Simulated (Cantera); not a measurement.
A perfectly stirred reactor is fed with CO : H2 : CH4 : O2 : N2 = 1 : 0.95 : 0.42 : 4.43 : 16.6 (molar parts), equivalence ratio 0.41, at 900 Torr; it is adiabatic with a 400 K inlet, and is followed from long to short residence time, starting on the burning branch (τ in s: 0.25, 0.095, 0.036, 0.013, 0.0051, 0.0019, 0.00072, 0.00027, 0.0001, 3.8e-05, 1.5e-05).

Detailed kinetics in Cantera: GRI-Mech 3.0 (53 species, 325 reactions).

Question: What does this change do: inlet temperature 400 to 800 K?

Answer: 
```json
[
 {"quantity": "blow-out, bracketed by the residence times tried", "before": "burning at 0.720 ms, out at 0.270 ms", "after": "burning at 0.100 ms, out at 38.0 µs"},
 {"quantity": "x(CO) at τ = 0.250 s", "before": "0.000233", "after": "0.000188"},
 {"quantity": "x(H2) at τ = 0.250 s", "before": "3.07e-5", "after": "4.08e-5"},
 {"quantity": "x(CH4) at τ = 0.250 s", "before": "4.90e-6", "after": "1.34e-6"},
 {"quantity": "x(HCN) at τ = 0.250 s", "before": "3.87e-10", "after": "1.52e-9"},
 {"quantity": "x(NO) at τ = 0.250 s", "before": "4.05e-6", "after": "5.27e-5"},
 {"quantity": "x(CO) at τ = 1.90 ms", "before": "0.00690", "after": "0.00422"},
 {"quantity": "x(H2) at τ = 1.90 ms", "before": "0.000832", "after": "0.000801"},
 {"quantity": "x(CH4) at τ = 1.90 ms", "before": "0.000123", "after": "2.94e-5"},
 {"quantity": "x(HCN) at τ = 1.90 ms", "before": "1.32e-9", "after": "2.80e-9"},
 {"quantity": "x(NO) at τ = 1.90 ms", "before": "1.42e-6", "after": "1.28e-5"}
]
```

Question: What does this change do: H2 0.95 to 1.3 parts?

Answer: 
| quantity | before | after |
|---|---|---|
| blow-out, bracketed by the residence times tried | burning at 0.720 ms, out at 0.270 ms | burning at 0.270 ms, out at 0.100 ms |
| x(CO) at τ = 0.250 s | 0.000233 | 0.000188 |
| x(H2) at τ = 0.250 s | 3.07e-5 | 3.74e-5 |
| x(CH4) at τ = 0.250 s | 4.90e-6 | 3.20e-6 |
| x(HCN) at τ = 0.250 s | 3.87e-10 | 4.57e-10 |
| x(NO) at τ = 0.250 s | 4.05e-6 | 6.12e-6 |
| x(CO) at τ = 1.90 ms | 0.00690 | 0.00510 |
| x(H2) at τ = 1.90 ms | 0.000832 | 0.000918 |
| x(CH4) at τ = 1.90 ms | 0.000123 | 7.23e-5 |
| x(HCN) at τ = 1.90 ms | 1.32e-9 | 2.18e-9 |
| x(NO) at τ = 1.90 ms | 1.42e-6 | 2.98e-6 |
